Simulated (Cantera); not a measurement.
# Transport properties of process gases

Gas mixture: 73.4 % NO, 26.6 % H2O, at 0.0987 atm, frozen composition.

Cantera's kinetic-theory transport with the Lennard-Jones parameters of GRI-Mech 3.0, ideal gas; thermal conductivity in the mixture-averaged form. Polar gases are described roughly by these parameters. The composition is frozen, though it would react at the higher temperatures.

| T (K) | ρ (kg/m³) | cp (J/kg/K) | μ (µPa s) | λ (mW/m/K) | Pr | D (cm²/s) N2 | D (cm²/s) CH3 | D (cm²/s) NH3 |
|---|---|---|---|---|---|---|---|---|
| 400 | 0.0806 | 1160 | 20.8 | 33.6 | 0.718 | 3.57 | 3.85 | 3.75 |
| 650 | 0.0496 | 1232 | 30.3 | 52.6 | 0.708 | 8.30 | 9.04 | 9.34 |
| 900 | 0.0358 | 1311 | 38.5 | 71.7 | 0.704 | 14.4 | 15.8 | 16.8 |
| 1150 | 0.0280 | 1376 | 46.0 | 90.4 | 0.701 | 21.8 | 23.9 | 26.0 |
| 1400 | 0.0230 | 1428 | 52.9 | 108 | 0.698 | 30.3 | 33.2 | 36.5 |
| 1650 | 0.0195 | 1472 | 59.4 | 125 | 0.697 | 39.8 | 43.7 | 48.5 |
D: mixture-averaged diffusion coefficient of that species in the mixture.
